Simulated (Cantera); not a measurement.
A closed system holds: 1 mol AlN, 800 mol H₂, held at 1100 Pa.

Equilibrium computed with Cantera from the NASA thermochemical tables; the gas is ideal and each condensed phase is pure. Candidate condensed phases: Al, AlN; 13 gas species. The numbers say what is thermodynamically allowed, not how fast it happens. All values below are at 1050 K.

Base state: H₂ 1.00 (mole fractions); condensed: AlN(s).

Question: What changes in the equilibrium state with this change: AlN replaced by BN?

Answer: 
```
species      before  after
-----------  ------  -----
H₂             1.00   1.00
AlN(s), mol    1.00      0
BN(s), mol        0   1.00
```
Further candidate phases: B, BN.
